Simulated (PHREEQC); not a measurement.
Brine: speciation

A solution holds 0.9 mol NaBr, 0.2 mol KCl and 0.12 mol NaCl per kg of water, at 25 °C. Closed to the air; pH follows from the charge balance.

Equilibrium calculation in PHREEQC: Pitzer model, pitzer.dat.

Each row changes one thing in this solution. Precipitation was switched off in this run.

```csv
case,pH,ionic strength (mol/kgw),SI of Halite (NaCl)
as made,6.86,1.22,-2.43
NaBr replaced by KBr at the same molality,6.93,1.22,-3.40
diluted 5-fold with water,6.96,0.244,-3.75
KCl left out,6.86,___,-2.84
NaBr from 0.9 to 0.99 mol/kgw,6.85,1.31,-2.39
KCl from 0.2 to 0.4 mol/kgw,6.85,1.42,-2.22
NaCl replaced by Na2CO3 at the same molality,___,1.46,-2.61
```

Question: Complete the blanks.

Answer: 
- KCl left out, ionic strength (mol/kgw): 1.02
- NaCl replaced by Na2CO3 at the same molality, pH: 11.16

In brines, pH and single-ion activities rest on the MacInnes convention.
